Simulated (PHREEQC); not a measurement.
A PHREEQC speciation (ion-association model, wateq4f.dat) at 25 °C gives pH 5.78 and these molalities:

```json
[
 {"species": "SO4-2", "mol/kgw": "0.00955"},
 {"species": "Zn+2", "mol/kgw": "0.00685"},
 {"species": "ZnSO4", "mol/kgw": "0.00384"},
 {"species": "Ca+2", "mol/kgw": "0.00300"},
 {"species": "CaSO4", "mol/kgw": "0.00140"},
 {"species": "Zn(SO4)2-2", "mol/kgw": "0.000305"},
 {"species": "ZnOH+", "mol/kgw": "2.79e-6"},
 {"species": "H+", "mol/kgw": "1.91e-6"},
 {"species": "HSO4-", "mol/kgw": "9.04e-7"}
]
```

What are the element totals, and what could have been dissolved in 1 kg of water to give them?

This is not unique; one that fits is totals Ca 0.00440, S(6) 0.0154, Zn 0.0110 mol/kgw, from 0.011 mol ZnSO4 and 0.0044 mol CaSO4 per kg of water.

No solid was allowed to form.
